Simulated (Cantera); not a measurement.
Charge: 1 mol B2H6, 4.3 mol N2, at 0.133 bar.

Equilibrium computed with Cantera from the NASA thermochemical tables; the gas is ideal and each condensed phase is pure. Candidate condensed phases: B, BN; 15 gas species. The feed counts by its element totals alone. N2 is the only nitrogen source here; it is nearly inert below about 1500 K, so the nitride shown seldom forms there in practice. Equilibrium is a limit: real reactors are often held back by kinetics, nucleation or transport. All values below are at 1375 K.

Base state: N2 0.524, H2 0.476 (mole fractions); condensed: BN(s).

Q: What changes in the equilibrium state with this change: B2H6 replaced by B2O3?

A: 
```tsv
species	before	after
N2	0.524	1.000
H2	0.476	0
BN(s), mol	2.00	0
B2O3(l), mol	0	1.000
```
Further candidate phases: B2O3.
